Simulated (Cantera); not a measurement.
## Low-pressure radical oxidation in H2/O2

An isothermal, constant-pressure homogeneous reactor starts with 15.1 % H2, 65.8 % O2, 19.1 % N2, at 1425 K and 1330 Pa.

Computed with Cantera and the H2/O2 subset of GRI-Mech 3.0, which has no nitrogen chemistry. Radical loss at walls, strong at low pressure, is not modelled. The temperature is held fixed by assumption; the heat of reaction is taken as removed at once.

```tsv
t (s)	x H2	x O2	x HO2	x H2O	x H2O2	x OH	x O
1.00e-6	0.151	0.658	3.27e-9	1.29e-12	<1e-12	5.91e-11	5.94e-11
3.73e-6	0.151	0.658	1.22e-8	6.14e-11	1.49e-12	7.61e-10	7.76e-10
1.39e-5	0.151	0.658	4.54e-8	2.71e-9	2.06e-11	8.64e-9	9.22e-9
5.18e-5	0.151	0.658	1.69e-7	1.02e-7	2.81e-10	8.66e-8	1.02e-7
0.000193	0.151	0.658	6.30e-7	8.83e-6	3.67e-9	3.39e-6	4.16e-6
0.000720	0.0237	0.574	3.42e-6	0.0966	1.90e-7	0.0188	0.0527
0.00268	0.00708	0.560	3.49e-6	0.119	1.32e-7	0.0142	0.0698
0.0100	0.00605	0.573	3.56e-6	0.127	1.36e-7	0.0133	0.0569
0.0373	0.00317	0.602	3.35e-6	0.147	1.27e-7	0.00988	0.0273
0.139	0.000505	0.625	1.58e-6	0.160	6.32e-8	0.00401	0.00412
0.518	4.44e-5	0.629	2.79e-7	0.163	1.74e-8	0.00119	0.000359
1.93	5.56e-6	0.630	8.93e-8	0.163	4.64e-9	0.000423	4.50e-5
7.20	1.42e-6	0.630	1.03e-7	0.164	2.12e-9	0.000214	1.15e-5
26.8	1.18e-6	0.630	1.09e-7	0.164	1.97e-9	0.000196	9.60e-6
100	1.18e-6	0.630	1.09e-7	0.164	1.97e-9	0.000196	9.60e-6
```
x: mole fraction; the columns are a selection and need not sum to one.

Equilibrium at this temperature and pressure: H2 1.18e-6, O2 0.630, HO2 1.09e-7, H2O 0.164, H2O2 1.97e-9, OH 0.000196, O 9.60e-6 (gas phase only).
